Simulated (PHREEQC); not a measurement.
1 kg of water holding 17 mmol/kgw NaCl, 22 mmol/kgw KCl and 0.064 mmol/kgw CaSO4 is evaporated at 30 °C; the solids stay in contact with the brine. CO2 from the air is kept out. The run lets Arcanite, Glaserite, Glauberite, Gypsum, Anhydrite, Halite, Mirabilite, Misenite, Portlandite, Sylvite, Syngenite, Thenardite precipitate or redissolve, and no other solid.

Computed with PHREEQC (Pitzer model, pitzer.dat).

Task: Predict ionic strength at water left (kg) = 0.05275, 0.01337.

Result: 
```json
[
 {"water left (kg)": "0.05275", "ionic strength": "0.744"},
 {"water left (kg)": "0.01337", "ionic strength": "2.94"}
]
```

Complexes and solids missing from the database can't appear.
